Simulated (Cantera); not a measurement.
A perfectly stirred reactor is fed with CH₄ : H₂ : O₂ : N₂ = 1 : 0.049 : 4.2 : 17.8 (molar parts), at 3750 Torr; it is adiabatic with a 698 K inlet, and is followed from long to short residence time, starting on the burning branch (τ in s: 0.16, 0.072, 0.034, 0.016, 0.0072, 0.0034, 0.0016, 0.00073, 0.00034, 0.00016, 7.3e-05, 3.4e-05).

Model: GRI-Mech 3.0 (53 species, 325 reactions), integrated in Cantera.

x: mole fraction; the columns are a selection and need not sum to one.

```csv
τ (s),T (K),x CH₄,x H₂,x O₂,x N₂O,x NO
0.16,1689,5.74e-6,7.76e-6,0.0945,5.14e-7,4.63e-6
0.072,1688,1.03e-5,1.25e-5,0.0945,7.29e-7,3.88e-6
0.034,1687,___,___,0.0945,___,3.61e-6
0.016,1685,___,___,0.0946,___,3.52e-6
0.0072,1681,5.03e-5,5.77e-5,0.0947,1.90e-6,3.41e-6
0.0034,1676,8.47e-5,9.74e-5,0.0950,2.24e-6,3.12e-6
0.0016,1666,0.000146,0.000167,0.0955,2.34e-6,2.59e-6
0.00073,1648,0.000271,0.000299,0.0966,2.12e-6,1.86e-6
0.00034,1609,0.000597,0.000585,0.0991,1.56e-6,1.01e-6
0.00016,698,0.0434,0.00213,0.182,<1e-12,<1e-12
7.3e-5,698,0.0434,0.00213,0.182,<1e-12,<1e-12
3.4e-5,698,0.0434,0.00213,0.182,<1e-12,<1e-12
```

Problem. Complete the blanks.

Solution. 
- 0.034, x CH₄: 1.73e-5
- 0.034, x H₂: 2.02e-5
- 0.034, x N₂O: 1.03e-6
- 0.016, x CH₄: 2.91e-5
- 0.016, x H₂: 3.34e-5
- 0.016, x N₂O: 1.43e-6
